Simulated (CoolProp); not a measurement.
Vapour-liquid equilibrium of methanol (1) + toluene (2) at 1.34 MPa; x and y are mole fractions of (1).

Values from CoolProp's multi-fluid Helmholtz-energy mixture model, de Reuck 1993 and Lemmon 2006; pair parameters Bell 2016.

```tsv
x	bubble temperature (K)	y at the bubble point	dew temperature at overall composition x (K)	liquid density (mol/L)
0.05	483.3	0.297	504.3	7.345
0.2	449.3	0.627	491.7	8.521
0.35	438.3	0.717	478.5	9.598
0.5	432.8	0.767	463.7	10.92
0.65	428.8	0.817	446.5	12.70
0.8	425.3	0.880	430.0	15.18
0.95	422.4	0.966	422.8	18.72
```

No azeotrope shows between x = 0.05 and 0.95.

Pair parameters are fitted to limited data, so mixtures are less certain than the pure fluids. With so large a gap from Raoult's law the liquid may split in two, which this calculation doesn't test in full.
